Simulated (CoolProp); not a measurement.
Vapour-liquid equilibrium of n-heptane (1) + m-xylene (2) at 359.8 K; x and y are mole fractions of (1).

Values from CoolProp's multi-fluid Helmholtz-energy mixture model, Span 2003 and Zhou 2012; pair parameters Bell 2016.

**Question.** Give the bubble pressure and the first vapour's composition at x = 0.35, 0.425, 0.65. Is there an azeotrope?

**Answer.** x = 0.35: 0.4073 bar, y = 0.671; x = 0.425: 0.4442 bar, y = 0.728; x = 0.65: 0.5484 bar, y = 0.855. No azeotrope shows between x = 0.05 and 0.95.

The pair parameters rest on a limited set of measurements; away from them the model extrapolates.
